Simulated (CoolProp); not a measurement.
Properties of R1234yf along the isobar 4.91 MPa (Tc = 367.8 K, pc = 3.384 MPa, ω = 0.276).

Values from CoolProp's reference Helmholtz-energy equation of state, Lemmon 2022.

```
T (K)          phase  cp (kJ/(kg K))  isothermal compressibility (1/MPa)
-----  -------------  --------------  ----------------------------------
293.8         liquid           1.330                            0.004835
301.5         liquid           1.355                            0.005618
309.3         liquid           1.383                            0.006617
317           liquid           1.414                                 [?]
324.8         liquid           1.450                            0.009588
332.5         liquid             [?]                             0.01189
340.3         liquid           1.544                             0.01521
348           liquid             [?]                             0.02016
355.8         liquid           1.698                             0.02833
363.5         liquid             [?]                                 [?]
371.3  supercritical           2.051                             0.07532
379    supercritical           2.531                                 [?]
386.8  supercritical             [?]                                 [?]
394.5  supercritical           2.901                              0.5582
402.3  supercritical           2.205                              0.4587
410    supercritical           1.863                              0.3905
```

**Question.** Fill in the missing entries.

**Answer.** 
- 317, isothermal compressibility (1/MPa): 0.007886
- 332.5, cp (kJ/(kg K)): 1.492
- 348, cp (kJ/(kg K)): 1.609
- 363.5, cp (kJ/(kg K)): 1.827
- 363.5, isothermal compressibility (1/MPa): 0.04298
- 379, isothermal compressibility (1/MPa): 0.1694
- 386.8, cp (kJ/(kg K)): 3.399
- 386.8, isothermal compressibility (1/MPa): 0.4662

The peak of cp marks the crossing from liquid-like to gas-like fluid above the critical point.
